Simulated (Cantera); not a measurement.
Charge: 1 mol Si2Cl6, 3.9 mol N2, 78 mol H2, held at 0.000550 bar.

These are equilibrium values from Cantera (NASA tables, ideal gas, pure condensed phases), not measurements of a reactor. Candidate condensed phases: NH4Cl, Si, Si3N4; 28 gas species. The feed counts by its element totals alone. N2 is the only nitrogen source here; it is nearly inert below about 1500 K, so the nitride shown seldom forms there in practice. Gases not in the tables: Si2H6 and higher silanes. Rates play no part.

**Question.** Which condensed phases are stable at each of these points (T (°C)): 502, 602, 702, 802, 902, 1002, 1102, 1202, 1302, 1402, 1502, 1602, 1702, 1802?

**Answer.** 
```tsv
T (°C)	condensed phases	Si condensed (%)
502	Si3N4(s)	99.9
602	Si3N4(s)	99.9
702	Si3N4(s)	100.0
802	Si3N4(s)	99.9
902	Si3N4(s)	99.5
1002	Si3N4(s)	96.3
1102	Si3N4(s)	82.9
1202	Si(s)	59.7
1302	Si(s)	57.5
1402	Si(s)	52.6
1502	Si(l)	40.0
1602	gas only	0.0
1702	gas only	0.0
1802	gas only	0.0
```

From 502 °C to 1102 °C the condensed part is Si3N4(s). From 1202 °C to 1402 °C the condensed part is Si(s). At 1502 °C the condensed part is Si(l). From 1602 °C to 1802 °C nothing is condensed.
